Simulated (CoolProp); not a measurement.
A single-stage vapour-compression cycle with the fluid: evaporating at 268.15 K (dew point), condensing at 334.15 K (bubble point), superheat 5 K, subcooling 5 K, compressor efficiency 0.9, no pressure losses. The same conditions are run with several fluids, on thermodynamics alone (safety and materials aside).

Model: reference Helmholtz-energy equation of state of each fluid (R22: Kamei 1995; R407C: Lemmon 2003; cyclopentane: Gedanitz 2015; fluoroethane (R161): Wu 2012; n-butane: Bücker 2006; R1336mzz(E): Akasaka 2023), in CoolProp. Blends and air are pseudo-pure fits.

| fluid | cooling COP | pressure ratio | discharge temperature (K) | refrigerating effect (kJ/kg) | volumetric capacity (kJ/m³) |
|---|---|---|---|---|---|
| R22 | 2.61 | ? | 373.0 | 135 | 2380 |
| R407C | 2.21 | ? | ? | 124 | 2000 |
| cyclopentane | 3.08 | 13.2 | 358.1 | ? | 111 |
| fluoroethane (R161) | 2.67 | ? | 367.9 | 251 | 2140 |
| n-butane | 2.76 | ? | 336.3 | 248 | ? |
| R1336mzz(E) | 2.51 | ? | 334.2 | 87.7 | 381 |

Problem. Complete the blanks.

Solution. 
- R22, pressure ratio: 5.88
- R407C, pressure ratio: 7.34
- R407C, discharge temperature (K): 366.5
- cyclopentane, refrigerating effect (kJ/kg): 321
- fluoroethane (R161), pressure ratio: 6.00
- n-butane, pressure ratio: 7.69
- n-butane, volumetric capacity (kJ/m³): 559
- R1336mzz(E), pressure ratio: 10.1

The compression ends wet for: R1336mzz(E).
